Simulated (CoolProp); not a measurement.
The numbers come from the reference Helmholtz-energy equation of state, Span 1996 in CoolProp.

Task: Give the vapour pressure (MPa), vapour density (kg/m³), liquid cp (kJ/(kg K)), vapour viscosity (µPa s) of saturated carbon dioxide at -40.15 °C.

Result: 
```json
[
 {"T (°C)": "-40.15", "p (MPa)": "0.999", "vapour density (kg/m³)": "26.0", "liquid cp (kJ/(kg K))": "2.01", "vapour viscosity (µPa s)": "11.7"}
]
```

Viscosity comes from a separate model (Laesecke 2017).
